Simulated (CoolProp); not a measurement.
Properties of n-perfluorobutane along the isotherm 164.75 °C (Tc = 113.2 °C, pc = 2322 kPa, ω = 0.372).

The numbers come from the reference Helmholtz-energy equation of state, Gao 2022 in CoolProp.

```json
[
 {"p (kPa)": "18.4", "phase": "gas", "density (kg/m³)": "1.205", "cp (kJ/(kg K))": "0.9747", "speed of sound (m/s)": "125.8"},
 {"p (kPa)": "31", "phase": "gas", "density (kg/m³)": "2.032", "cp (kJ/(kg K))": "0.9750", "speed of sound (m/s)": "125.6"},
 {"p (kPa)": "52.3", "phase": "gas", "density (kg/m³)": "3.435", "cp (kJ/(kg K))": "[?]", "speed of sound (m/s)": "125.4"},
 {"p (kPa)": "88.2", "phase": "gas", "density (kg/m³)": "5.811", "cp (kJ/(kg K))": "[?]", "speed of sound (m/s)": "[?]"},
 {"p (kPa)": "149", "phase": "gas", "density (kg/m³)": "9.871", "cp (kJ/(kg K))": "[?]", "speed of sound (m/s)": "124.5"},
 {"p (kPa)": "251", "phase": "gas", "density (kg/m³)": "16.79", "cp (kJ/(kg K))": "0.9804", "speed of sound (m/s)": "123.4"},
 {"p (kPa)": "424", "phase": "gas", "density (kg/m³)": "[?]", "cp (kJ/(kg K))": "0.9852", "speed of sound (m/s)": "121.6"},
 {"p (kPa)": "716", "phase": "gas", "density (kg/m³)": "50.11", "cp (kJ/(kg K))": "0.9944", "speed of sound (m/s)": "[?]"},
 {"p (kPa)": "1210", "phase": "gas", "density (kg/m³)": "89.41", "cp (kJ/(kg K))": "1.014", "speed of sound (m/s)": "112.6"},
 {"p (kPa)": "2040", "phase": "gas", "density (kg/m³)": "168.0", "cp (kJ/(kg K))": "1.068", "speed of sound (m/s)": "102.4"},
 {"p (kPa)": "3440", "phase": "supercritical", "density (kg/m³)": "358.7", "cp (kJ/(kg K))": "1.274", "speed of sound (m/s)": "87.27"},
 {"p (kPa)": "5810", "phase": "supercritical", "density (kg/m³)": "769.4", "cp (kJ/(kg K))": "1.403", "speed of sound (m/s)": "109.7"}
]
```

### Question
What belongs in the gaps?

### Answer

- 52.3, cp (kJ/(kg K)): 0.9755
- 88.2, cp (kJ/(kg K)): 0.9763
- 88.2, speed of sound (m/s): 125.1
- 149, cp (kJ/(kg K)): 0.9778
- 424, density (kg/m³): 28.82
- 716, speed of sound (m/s): 118.4
